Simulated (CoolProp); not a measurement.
A simple Rankine cycle with R22: condensing at 294.15 K, boiler at 4.23 MPa, turbine inlet 362.6 K, turbine efficiency 0.75, pump efficiency 0.6, no recuperator. Each further row changes one setting.

Values from CoolProp's reference Helmholtz-energy equation of state, Kamei 1995.

```
case                             thermal efficiency (%)  net work (kJ/kg)  heat in (kJ/kg)  turbine exit temperature (K)  volume ratio over the turbine
-------------------------------  ----------------------  ----------------  ---------------  ----------------------------  -----------------------------
as stated                                           9.6              17.5              182                         294.1                           5.24
turbine inlet 382.6 K                              10.6              22.7              215                             …                           4.53
condensing temperature 286.15 K                    10.9                 …              192                         286.1                           6.57
boiler pressure 2.96 MPa                              …              18.6              213                         304.0                           3.11
turbine efficiency 0.65                             8.0              14.6              182                         294.1                           5.33
```

Fill in the missing entries.


- turbine inlet 382.6 K, turbine exit temperature (K): 301.2
- condensing temperature 286.15 K, net work (kJ/kg): 20.8
- boiler pressure 2.96 MPa, thermal efficiency (%): 8.7

The expansion ends wet for: as stated; condensing temperature 286.15 K; turbine efficiency 0.65.
